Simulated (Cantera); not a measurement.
Input (Python, Cantera):

```python
import numpy as np
import cantera as ct

gas = ct.Solution("gri30.yaml")
gas.TPX = 1798, 100000, {'C2H6': 1, 'N2': 9.5}
reactor = ct.IdealGasConstPressureReactor(gas, energy="off", clone=False)
net = ct.ReactorNet([reactor])
net.rtol, net.atol = 1e-08, 1e-18
show = ['C2H6', 'C2H2', 'H', 'CH4', 'CH3', 'H2', 'C2H4']
times = np.geomspace(0.0005, 4, 14)

steps = ct.SolutionArray(gas, extra=["t"])
rows = []
print(f"{'t/s':>10s}{'T/K':>9s}{'P/Pa':>11s}" + "".join(f"{s:>11s}" for s in show))
for t in times:
    while net.time < t:
        t_next = net.step()
        steps.append(gas.state, t=t_next)
    rows.append([np.interp(t, steps.t, y) for y in (steps.T, steps.P, *steps(*show).X.T)])
    print(f"{t:10.3e}{rows[-1][0]:9.1f}{rows[-1][1]:11.4g}" + "".join(f"{x:11.3e}" for x in rows[-1][2:]))
rate = np.gradient(steps.T, steps.t)
print("integrator steps:", len(steps.t))
if steps.T.max() > steps.T[0] + 200:
    print(f"time of steepest temperature rise: {steps.t[rate.argmax()]:.4e} s")
gas.TPX = 1798, 100000, {'C2H6': 1, 'N2': 9.5}
gas.equilibrate("TP")
print(f"equilibrium (TP): T = {gas.T:.1f} K  " + "  ".join(f"{s} {gas[s].X[0]:.3e}" for s in show))
```

It prints:

```
       t/s      T/K       P/Pa       C2H6       C2H2          H        CH4        CH3         H2       C2H4
 5.000e-04   1798.0      1e+05  3.069e-05  6.449e-02  9.890e-05  2.929e-02  4.849e-04  1.175e-01  3.198e-03
 9.982e-04   1798.0      1e+05  2.741e-05  6.727e-02  1.023e-04  2.782e-02  4.624e-04  1.215e-01  8.755e-04
 1.993e-03   1798.0      1e+05  2.288e-05  6.869e-02  1.061e-04  2.531e-02  4.243e-04  1.252e-01  4.901e-04
 3.978e-03   1798.0      1e+05  1.644e-05  7.043e-02  1.109e-04  2.143e-02  3.615e-04  1.305e-01  4.159e-04
 7.942e-03   1798.0      1e+05  9.627e-06  7.267e-02  1.176e-04  1.634e-02  2.786e-04  1.375e-01  3.496e-04
 1.585e-02   1798.0      1e+05  4.427e-06  7.500e-02  1.251e-04  1.100e-02  1.903e-04  1.447e-01  3.069e-04
 3.165e-02   1798.0      1e+05  1.629e-06  7.690e-02  1.319e-04  6.601e-03  1.159e-04  1.507e-01  2.912e-04
 6.319e-02   1798.0      1e+05  5.262e-07  7.815e-02  1.366e-04  3.680e-03  6.536e-05  1.547e-01  2.901e-04
 1.261e-01   1798.0      1e+05  1.784e-07  7.884e-02  1.394e-04  2.051e-03  3.667e-05  1.569e-01  2.927e-04
 2.518e-01   1798.0      1e+05  8.389e-08  7.916e-02  1.406e-04  1.297e-03  2.328e-05  1.579e-01  2.946e-04
 5.027e-01   1798.0      1e+05  6.322e-08  7.926e-02  1.410e-04  1.064e-03  1.912e-05  1.582e-01  2.953e-04
 1.004e+00   1798.0      1e+05  6.114e-08  7.927e-02  1.411e-04  1.038e-03  1.864e-05  1.583e-01  2.954e-04
 2.004e+00   1798.0      1e+05  6.111e-08  7.927e-02  1.411e-04  1.038e-03  1.864e-05  1.583e-01  2.954e-04
 4.000e+00   1798.0      1e+05  6.110e-08  7.927e-02  1.411e-04  1.038e-03  1.864e-05  1.583e-01  2.954e-04
integrator steps: 1554
equilibrium (TP): T = 1798.0 K  C2H6 2.540e-08  C2H2 3.266e-02  H 1.414e-04  CH4 6.704e-04  CH3 1.202e-05  H2 1.589e-01  C2H4 1.222e-04
```

Model: GRI-Mech 3.0 (53 species, 325 reactions), integrated in Cantera. GRI-Mech 3.0 stops at C3 and has no aromatics, soot or wall deposition, so with more carbon than oxygen in the feed, carbon stays in small species such as C2H2 where larger ones or solid carbon would form.
